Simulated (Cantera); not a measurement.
An isothermal, constant-pressure homogeneous reactor starts with CH₄ : H₂ = 1 : 86 (molar parts), at 1625 K and 0.00410 bar. Integrator tolerance rtol = 1e-08.

Model: GRI-Mech 3.0 (53 species, 325 reactions), integrated in Cantera. GRI-Mech 3.0 stops at C3 and has no aromatics, soot or wall deposition, so with more carbon than oxygen in the feed, carbon stays in small species such as C2H2 where larger ones or solid carbon would form. Radical loss at walls, strong at low pressure, is not modelled.

Q: What does this change do: H2 86 to 66 parts?

A: 
```
quantity                                             before                                     after
-----------------  ----------------------------------------  ----------------------------------------
x(CH₄) at 3.00 s    0.00996 (gas-phase equilibrium 7.45e-5)    0.0122 (gas-phase equilibrium 8.45e-5)
x(H₂) at 3.00 s         0.988 (gas-phase equilibrium 0.993)       0.985 (gas-phase equilibrium 0.992)
x(CH₃) at 3.00 s   0.000173 (gas-phase equilibrium 1.68e-6)  0.000214 (gas-phase equilibrium 1.91e-6)
x(C₂H₂) at 3.00 s  0.000663 (gas-phase equilibrium 0.00564)   0.00121 (gas-phase equilibrium 0.00730)
x(C₂H₆) at 3.00 s  2.28e-7 (gas-phase equilibrium 2.98e-11)  3.48e-7 (gas-phase equilibrium 3.85e-11)
x(C₂H₄) at 3.00 s   9.13e-6 (gas-phase equilibrium 2.04e-6)   1.40e-5 (gas-phase equilibrium 2.64e-6)
```

Q: What does this change do: temperature 1625 to 1425 K?

A: 
| quantity | before | after |
|---|---|---|
| x(CH₄) at 3.00 s | 0.00996 (gas-phase equilibrium 7.45e-5) | 0.0115 (gas-phase equilibrium 0.000591) |
| x(H₂) at 3.00 s | 0.988 (gas-phase equilibrium 0.993) | 0.988 (gas-phase equilibrium 0.994) |
| x(CH₃) at 3.00 s | 0.000173 (gas-phase equilibrium 1.68e-6) | 6.75e-6 (gas-phase equilibrium 1.28e-6) |
| x(C₂H₂) at 3.00 s | 0.000663 (gas-phase equilibrium 0.00564) | 1.71e-7 (gas-phase equilibrium 0.00538) |
| x(C₂H₆) at 3.00 s | 2.28e-7 (gas-phase equilibrium 2.98e-11) | 1.97e-8 (gas-phase equilibrium 8.74e-10) |
| x(C₂H₄) at 3.00 s | 9.13e-6 (gas-phase equilibrium 2.04e-6) | 3.69e-7 (gas-phase equilibrium 1.36e-5) |
